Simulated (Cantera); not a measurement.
Feed: 1 mol C2H5OH, 0.55 mol H2O, 1.4 mol H2, equilibrated at 22.0 bar.

Equilibrium computed with Cantera from the NASA thermochemical tables; the gas is ideal and each condensed phase is pure. Candidate condensed phases: C, C6H6, C7H8, C8H18, H2O; 131 gas species. Ions and electrons are included (thermal ionisation). The numbers say what is thermodynamically allowed, not how fast it happens.

x: gas mole fraction; n: condensed amount in mol.

```
T (°C)        x H2         x H   x CO  x C2H2 (acetylene)         x C  n C(graphite)
------  ----------  ----------  -----  ------------------  ----------  -------------
1727         0.754    0.000301  0.239            0.000579    1.38e-12          0.410
1977         0.754  (withheld)  0.239          (withheld)  (withheld)          0.397
2227         0.747     0.00463  0.238             0.00808     7.56e-9          0.330
2477         0.728      0.0124  0.237              0.0205     1.72e-7          0.163
2727         0.702      0.0282  0.235              0.0318     1.96e-6              0
2977         0.678      0.0564  0.232              0.0310     1.27e-5              0
3227         0.640       0.101  0.226              0.0292     6.22e-5              0
3477    (withheld)  (withheld)  0.218          (withheld)  (withheld)              0
3727         0.517       0.244  0.208              0.0215    0.000785              0
3977         0.436       0.338  0.196              0.0156     0.00211              0
4227         0.351       0.437  0.183             0.00969     0.00475              0
4477         0.269       0.530  0.171             0.00508     0.00912              0
4727         0.198       0.611  0.160             0.00224      0.0151              0
```

### Question
Complete the blanks.

### Answer

- 3477, x H2: 0.586
- 3477, x H: 0.164
- 3477, x C2H2 (acetylene): 0.0261
- 3477, x C: 0.000244
- 1977, x H: 0.00137
- 1977, x C2H2 (acetylene): 0.00252
- 1977, x C: 1.66e-10
